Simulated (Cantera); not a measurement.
Charge: 1 mol SiC, 0.62 mol CO2, 290 mol H2, at 0.260 Pa.

Equilibrium computed with Cantera from the NASA thermochemical tables; the gas is ideal and each condensed phase is pure. Candidate condensed phases: C, C6H6, C7H8, C8H18, H2O, Si, SiC, SiO2; 123 gas species. Kinetics and transport are ignored.

**Question.** Which condensed phases are stable at each of these points (T (°C)): 825, 925, 1025, 1125, 1225, 1325, 1425, 1525, 1625, 1725, 1825, 1925?

**Answer.** 
```json
[
 {"T (°C)": "825", "condensed phases": "SiC(s)", "Si condensed (%)": "69.0"},
 {"T (°C)": "925", "condensed phases": "SiC(s)", "Si condensed (%)": "69.0"},
 {"T (°C)": "1025", "condensed phases": "SiC(s)", "Si condensed (%)": "69.0"},
 {"T (°C)": "1125", "condensed phases": "SiC(s)", "Si condensed (%)": "68.7"},
 {"T (°C)": "1225", "condensed phases": "SiC(s)", "Si condensed (%)": "64.2"},
 {"T (°C)": "1325", "condensed phases": "SiC(s)", "Si condensed (%)": "44.2"},
 {"T (°C)": "1425", "condensed phases": "C(graphite)", "Si condensed (%)": "0.0"},
 {"T (°C)": "1525", "condensed phases": "C(graphite)", "Si condensed (%)": "0.0"},
 {"T (°C)": "1625", "condensed phases": "C(graphite)", "Si condensed (%)": "0.0"},
 {"T (°C)": "1725", "condensed phases": "C(graphite)", "Si condensed (%)": "0.0"},
 {"T (°C)": "1825", "condensed phases": "gas only", "Si condensed (%)": "0.0"},
 {"T (°C)": "1925", "condensed phases": "gas only", "Si condensed (%)": "0.0"}
]
```

From 825 °C to 1325 °C the condensed part is SiC(s). From 1425 °C to 1725 °C the condensed part is C(graphite). From 1825 °C to 1925 °C nothing is condensed.
